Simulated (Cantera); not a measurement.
Si + N2O + H2 (thermal oxidation and active oxidation of silicon)

A closed system holds: 1 mol Si, 0.1 mol N2O, 900 mol H2, equilibrated at 1.90 mbar.

Equilibrium computed with Cantera from the NASA thermochemical tables; the gas is ideal and each condensed phase is pure. Candidate condensed phases: H2O, Si, SiO2, Si2N2O, Si3N4; 35 gas species. Mutual solubility and eutectic melting of coexisting phases are not modelled. Gases not in the tables: Si2H6 and higher silanes. Kinetics and transport are ignored.

```tsv
T (K)	log p H2	log p H	log p Si	log p N2	log p SiO	log p SiH	log p SiH2	log p Si2	n Si(s)	n Si2N2O(s)	n Si(l)
1298	-2.72	-7.33	-10.39	-7.43	-7.43	-10.83	-9.85	-14.01	0.817	0.0824	0
1373	-2.72	-6.84	-9.41	-6.68	-6.68	-10.02	-9.32	-12.74	0.900	0	0
1448	-2.72	-6.40	-8.53	-6.68	-6.68	-9.29	-8.85	-11.59	0.898	0	0
1523	-2.72	-6.00	-7.74	-6.68	-6.68	-8.64	-8.42	-10.57	0.889	0	0
1598	-2.72	-5.63	-7.03	-6.68	-6.68	-8.05	-8.03	-9.64	0.847	0	0
1673	-2.72	-5.30	-6.38	-6.68	-6.68	-7.51	-7.68	-8.79	0.675	0	0
1748	-2.72	-5.00	-5.84	-6.68	-6.68	-7.07	-7.41	-8.13	0	0	0.139
1823	-2.73	-4.73	-5.75	-6.68	-6.68	-7.09	-7.58	-8.34	0	0	0
1898	-2.73	-4.47	-5.75	-6.68	-6.68	-7.17	-7.81	-8.68	0	0	0
```
log p: log10 of the partial pressure in bar; n: condensed amount in mol.

At 1298 K the condensed part is Si(s) + Si2N2O(s). From 1373 K to 1673 K the condensed part is Si(s). At 1748 K the condensed part is Si(l). From 1823 K to 1898 K nothing is condensed. The main Si-bearing gas is SiO at 1298 K and Si at 1898 K.
